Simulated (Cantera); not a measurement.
Cantera with NASA thermochemical tables; ideal gases at 1 bar, condensed phases pure. Values are per mole of reaction as written; species without (g) are pure solids or liquids, kept so even where they would boil at 1 bar.

2 NO(g) + V → 2 N(g) + VO2(g), with ΔH° = 530.2 kJ and ΔS° = 121.5 J/K at 300 K.

Problem. How far is the shortcut ΔG° ≈ ΔH°(300 K) − T·ΔS°(300 K) from the full temperature-dependent value at 2475, 2525, 2575, 2625, 2675, 2725, 2775, 2825, 2875, 2925 K?

Solution. 
```tsv
T (K)	shortcut (kJ)	full (kJ)	difference (kJ)	difference in log10 K	condensed phases
2475	229.6	231.7	-2.1	0.04	V(l)
2525	223.5	226.4	-2.9	0.06	V(l)
2575	217.4	221.2	-3.8	0.08	V(l)
2625	211.4	216.0	-4.6	0.09	V(l)
2675	205.3	210.8	-5.5	0.11	V(l)
2725	199.2	205.6	-6.4	0.12	V(l)
2775	193.2	200.5	-7.3	0.14	V(l)
2825	187.1	195.4	-8.3	0.15	V(l)
2875	181.0	190.3	-9.2	0.17	V(l)
2925	174.9	185.2	-10.2	0.18	V(l)
```
The shortcut ignores heat capacities and the phase changes listed.
